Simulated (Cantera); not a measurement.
Feed: 1 mol Cr, 0.099 mol H2O, 60 mol N2, held at 40.0 Pa.

Method: chemical equilibrium by Gibbs-energy minimisation in Cantera with the NASA 1993 tables (ideal gas, pure condensed phases). Candidate condensed phases: Cr, CrN, Cr2N, Cr2O3, H2O; 29 gas species. Mutual solubility and eutectic melting of coexisting phases are not modelled. The numbers say what is thermodynamically allowed, not how fast it happens.

### Question
At 1475 K, list the 4 most abundant gas species with their mole fractions, and the condensed phases.

### Answer
N2 0.998, H2 0.00163, Cr 0.000833, H 2.62e-5. Condensed: Cr(s) + Cr2O3(s).
